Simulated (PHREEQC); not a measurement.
A made-up water analysis in mmol/kgw, 55 °C, pH 6.61, pe 12.3: Na 0.46; K 0.0237; Ca 0.696; Mg 0.0247; Cl 0.923; S(6) 0.132; Alkalinity (meq/kgw) 0.701; B 0.0209; O(0) (counted as O atoms) 0.00113.

Valence states are taken as typed.

Computed with PHREEQC (ion-association model, phreeqc.dat).

Problem. The ionic strength comes out as 0.00270 mol/kgw. What activity coefficients do SO4-2, Mg+2, Na+, CaHCO3+, Cl- get?

Solution. SO4-2 0.79, Mg+2 0.79, Na+ 0.94, CaHCO3+ 0.94, Cl- 0.94.

Precipitation was switched off in this run. Constants without temperature data keep their 25 °C values here.
